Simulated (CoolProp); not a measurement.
Dodecamethylpentasiloxane (MD3M) at several states: fugacity coefficient from the reference equation and from simpler models built on Tc = 628.0 K, pc = 0.9540 MPa, ω = 0.730; each cubic takes its own stable root.

Computed with CoolProp (reference Helmholtz-energy equation of state, Thol 2019).

| T (K) | p (MPa) | phase | reference | van der Waals | Redlich-Kwong | Soave-Redlich-Kwong | Peng-Robinson |
|---|---|---|---|---|---|---|---|
| 383.6 | 0.395 | liquid | 0.005213 | 0.2304 | 0.06180 | 0.005401 | 0.005968 |
| 557.2 | 0.44 | liquid | 0.5716 | 0.8175 | 0.7826 | 0.5946 | 0.5828 |
| 435.4 | 3.62 | liquid | 0.006980 | 0.1028 | 0.03652 | 0.007512 | 0.007367 |

At some of these states van der Waals, Redlich-Kwong gives the other phase, because its saturation line lies elsewhere.
